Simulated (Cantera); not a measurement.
Input: 1 mol K2SO4, 0.013 mol C, 2.3 mol H2O, at 1652 °C and 1.00 mbar.

Method: chemical equilibrium by Gibbs-energy minimisation in Cantera with the NASA 1993 tables (ideal gas, pure condensed phases). Candidate condensed phases: C, C6H6, C7H8, C8H18, H2O, H2SO4, K, KOH, KO2, K2CO3, K2O, K2O2, K2S, K2SO4, S; 130 gas species. Equilibrium is a limit: real reactors are often held back by kinetics, nucleation or transport.

Base state: H2O 0.335, K 0.266, SO2 0.164, O2 0.144, KOH 0.0631, OH 0.0131, H2 0.00447, O 0.00442 (mole fractions); condensed: gas only.

**Question.** What changes in the equilibrium state with this change: K2SO4 replaced by CaCO3?

**Answer.** 
```
species        before    after
-----------  --------  -------
H2O             0.335    0.642
CO2           0.00203    0.259
CO           0.000116   0.0372
K               0.266        0
SO2             0.164        0
KOH            0.0631        0
O2              0.144   0.0229
H2            0.00447   0.0215
OH             0.0131   0.0114
Ca(OH)2             0  3.57e-5
SO           0.000999        0
KO           0.000520        0
SO3           1.38e-5        0
O             0.00442  0.00176
CaO(s), mol         0    1.000
```
Further candidate phases: Ca, CaCO3, CaO, Ca(OH)2.
